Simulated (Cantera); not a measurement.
Standard-state values (1 bar) from the NASA 1993 polynomials, evaluated with Cantera. Values are per mole of reaction as written; species without (g) are pure solids or liquids, kept so even where they would boil at 1 bar.

Question: Between 300 and 523 K, where is each reaction favourable under standard conditions?
- 0.6667 Al + Cl2(g) ⇌ 0.6667 AlCl3
- 0.6667 B + Cl2(g) ⇌ 0.6667 BCl3(g)
- 0.5 Ti + Cl2(g) ⇌ 0.5 TiCl4

Answer: 
- 0.6667 Al + Cl2(g) ⇌ 0.6667 AlCl3: ΔG° is -420 kJ at 300 K and -386 kJ at 523 K; it stays negative (K > 1). ΔH° is -443 kJ and ΔS° -109 J/K at 523 K.
- 0.6667 B + Cl2(g) ⇌ 0.6667 BCl3(g): ΔG° is -259 kJ at 300 K and -251 kJ at 523 K; it stays negative (K > 1). ΔH° is -269 kJ and ΔS° -34 J/K at 523 K.
- 0.5 Ti + Cl2(g) ⇌ 0.5 TiCl4: ΔG° is -368 kJ at 300 K and -345 kJ at 523 K; it stays negative (K > 1). ΔH° is -397 kJ and ΔS° -98 J/K at 523 K.
